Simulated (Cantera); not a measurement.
## Si3N4 + HCl + H2 (nitride etching)

Input: 1 mol Si3N4, 1.2 mol HCl, 95 mol H2, equilibrated at 0.0203 Torr.

Equilibrium computed with Cantera from the NASA thermochemical tables; the gas is ideal and each condensed phase is pure. Candidate condensed phases: NH4Cl, Si, Si3N4; 28 gas species. Mutual solubility and eutectic melting of coexisting phases are not modelled. The tables' values for SiCl, SiN are old estimates; treat these amounts as uncertain. Gases not in the tables: Si2H6 and higher silanes. Equilibrium is a limit: real reactors are often held back by kinetics, nucleation or transport.

From 800 K to 1100 K the condensed part is Si3N4(s). From 1200 K to 1300 K the condensed part is Si(s) + Si3N4(s). From 1400 K to 1600 K the condensed part is Si(s). At 1700 K the condensed part is Si(l). From 1800 K to 2100 K nothing is condensed. The main Si-bearing gas is SiCl4 at 800 K and Si at 2100 K.

```json
[
 {"T (K)": "800", "x H2": "0.988", "x H": "5.54e-10", "x Si": "<1e-12", "x N2": "2.49e-6", "x HCl": "0.0125", "n Si3N4(s)": "1.000", "n Si(s)": "0", "n Si(l)": "0"},
 {"T (K)": "900", "x H2": "0.988", "x H": "2.24e-8", "x Si": "<1e-12", "x N2": "3.20e-6", "x HCl": "0.0125", "n Si3N4(s)": "1.000", "n Si(s)": "0", "n Si(l)": "0"},
 {"T (K)": "1000", "x H2": "0.988", "x H": "4.34e-7", "x Si": "<1e-12", "x N2": "1.87e-5", "x HCl": "0.0124", "n Si3N4(s)": "0.999", "n Si(s)": "0", "n Si(l)": "0"},
 {"T (K)": "1100", "x H2": "0.988", "x H": "4.94e-6", "x Si": "4.35e-10", "x N2": "0.000102", "x HCl": "0.0122", "n Si3N4(s)": "0.995", "n Si(s)": "0", "n Si(l)": "0"},
 {"T (K)": "1200", "x H2": "0.987", "x H": "3.77e-5", "x Si": "5.14e-8", "x N2": "0.00106", "x HCl": "0.0118", "n Si3N4(s)": "0.949", "n Si(s)": "0.120", "n Si(l)": "0"},
 {"T (K)": "1300", "x H2": "0.969", "x H": "0.000210", "x Si": "1.60e-6", "x N2": "0.0184", "x HCl": "0.0115", "n Si3N4(s)": "0.0967", "n Si(s)": "2.67", "n Si(l)": "0"},
 {"T (K)": "1400", "x H2": "0.967", "x H": "0.000920", "x Si": "3.05e-5", "x N2": "0.0204", "x HCl": "0.0114", "n Si3N4(s)": "0", "n Si(s)": "2.96", "n Si(l)": "0"},
 {"T (K)": "1500", "x H2": "0.964", "x H": "0.00333", "x Si": "0.000390", "x N2": "0.0203", "x HCl": "0.0113", "n Si3N4(s)": "0", "n Si(s)": "2.92", "n Si(l)": "0"},
 {"T (K)": "1600", "x H2": "0.954", "x H": "0.0102", "x Si": "0.00361", "x N2": "0.0202", "x HCl": "0.0111", "n Si3N4(s)": "0", "n Si(s)": "2.58", "n Si(l)": "0"},
 {"T (K)": "1700", "x H2": "0.916", "x H": "0.0271", "x Si": "0.0251", "x N2": "0.0196", "x HCl": "0.0104", "n Si3N4(s)": "0", "n Si(s)": "0", "n Si(l)": "0.307"},
 {"T (K)": "1800", "x H2": "0.877", "x H": "0.0645", "x Si": "0.0282", "x N2": "0.0191", "x HCl": "0.0105", "n Si3N4(s)": "0", "n Si(s)": "0", "n Si(l)": "0"},
 {"T (K)": "1900", "x H2": "0.806", "x H": "0.137", "x Si": "0.0274", "x N2": "0.0184", "x HCl": "0.00968", "n Si3N4(s)": "0", "n Si(s)": "0", "n Si(l)": "0"},
 {"T (K)": "2000", "x H2": "0.687", "x H": "0.259", "x Si": "0.0256", "x N2": "0.0172", "x HCl": "0.00801", "n Si3N4(s)": "0", "n Si(s)": "0", "n Si(l)": "0"},
 {"T (K)": "2100", "x H2": "0.520", "x H": "0.432", "x Si": "0.0231", "x N2": "0.0155", "x HCl": "0.00574", "n Si3N4(s)": "0", "n Si(s)": "0", "n Si(l)": "0"}
]
```
x: gas mole fraction; n: condensed amount in mol.
